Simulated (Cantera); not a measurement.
## Pb + CO + H2 (iron carbonyl, mercury and lead vapours)

Feed: 1 mol Pb, 2.7 mol CO, 2.5 mol H2, equilibrated at 925 K.

Method: chemical equilibrium by Gibbs-energy minimisation in Cantera with the NASA 1993 tables (ideal gas, pure condensed phases). Candidate condensed phases: C, C6H6, C7H8, C8H18, H2O, Pb, PbO, PbO2, Pb3O4; 113 gas species. Kinetics and transport are ignored.

From 10.0 Pa to 1000000 Pa the condensed part is C(graphite) + Pb(l). The main Pb-bearing gas is Pb throughout.

| P (Pa) | x CO | x H2 | x H2O | x CO2 | x CH4 | x Pb | x C2H6 | n C(graphite) | n Pb(l) |
|---|---|---|---|---|---|---|---|---|---|
| 10 | 0.505 | 0.468 | 3.51e-5 | 7.67e-5 | 4.97e-6 | 0.0267 | <1e-12 | 0.000571 | 0.857 |
| 42 | 0.515 | 0.478 | 0.000154 | 0.000335 | 2.18e-5 | 0.00636 | <1e-12 | 0.00244 | 0.967 |
| 180 | 0.516 | 0.480 | 0.000663 | 0.00144 | 9.42e-5 | 0.00148 | 1.60e-12 | 0.0104 | 0.992 |
| 750 | 0.509 | 0.481 | 0.00273 | 0.00585 | 0.000394 | 0.000356 | 2.80e-11 | 0.0422 | 0.998 |
| 3200 | 0.482 | 0.483 | 0.0111 | 0.0223 | 0.00169 | 8.35e-5 | 5.15e-10 | 0.159 | 1.000 |
| 13000 | 0.408 | 0.482 | 0.0380 | 0.0651 | 0.00685 | 2.06e-5 | 8.44e-9 | 0.451 | 1.000 |
| 56000 | 0.283 | 0.451 | 0.106 | 0.134 | 0.0258 | 4.77e-6 | 1.28e-7 | 0.882 | 1.000 |
| 240000 | 0.165 | 0.359 | 0.211 | 0.196 | 0.0701 | 1.11e-6 | 1.19e-6 | 1.18 | 1.000 |
| 1000000 | 0.0883 | 0.237 | 0.312 | 0.235 | 0.128 | 2.67e-7 | 5.97e-6 | 1.30 | 1.000 |
x: gas mole fraction; n: condensed amount in mol.
